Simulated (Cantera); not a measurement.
A closed system holds: 1 mol CuF2, 3.7 mol H2, 51 mol N2, at 1.33 mbar.

These are equilibrium values from Cantera (NASA tables, ideal gas, pure condensed phases), not measurements of a reactor. Candidate condensed phases: Cu, CuF2; 25 gas species. Kinetics and transport are ignored.

Problem. Which condensed phases are stable at each of these points (T (°C)): 627, 827, 1027, 1227, 1427, 1627, 1827?

Solution. 
```
T (°C)  condensed phases  Cu condensed (%)
------  ----------------  ----------------
627                Cu(s)             100.0
827                Cu(s)             100.0
1027               Cu(s)              99.3
1227               Cu(l)              65.1
1427            gas only               0.0
1627            gas only               0.0
1827            gas only               0.0
```

From 627 °C to 1027 °C the condensed part is Cu(s). At 1227 °C the condensed part is Cu(l). From 1427 °C to 1827 °C nothing is condensed.
